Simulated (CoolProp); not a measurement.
Properties of fluorine at several states (Tc = 144.4 K, pc = 5.240 MPa, ω = 0.045).

Computed with CoolProp (reference Helmholtz-energy equation of state, de Reuck 1990).

```json
[
 {"T (K)": "263.9", "p (MPa)": "0.244", "phase": "gas", "cv (kJ/(kg K))": "0.5892", "isothermal compressibility (1/MPa)": "4.106"},
 {"T (K)": "216.2", "p (MPa)": "0.0314", "phase": "gas", "cv (kJ/(kg K))": "0.5684", "isothermal compressibility (1/MPa)": "31.86"},
 {"T (K)": "297.1", "p (MPa)": "0.0193", "phase": "gas", "cv (kJ/(kg K))": "0.6045", "isothermal compressibility (1/MPa)": "51.82"},
 {"T (K)": "110", "p (MPa)": "1.01", "phase": "liquid", "cv (kJ/(kg K))": "0.7518", "isothermal compressibility (1/MPa)": "0.004668"},
 {"T (K)": "200", "p (MPa)": "6.46", "phase": "supercritical", "cv (kJ/(kg K))": "0.6178", "isothermal compressibility (1/MPa)": "0.1793"},
 {"T (K)": "236.8", "p (MPa)": "0.302", "phase": "gas", "cv (kJ/(kg K))": "0.5777", "isothermal compressibility (1/MPa)": "3.323"}
]
```
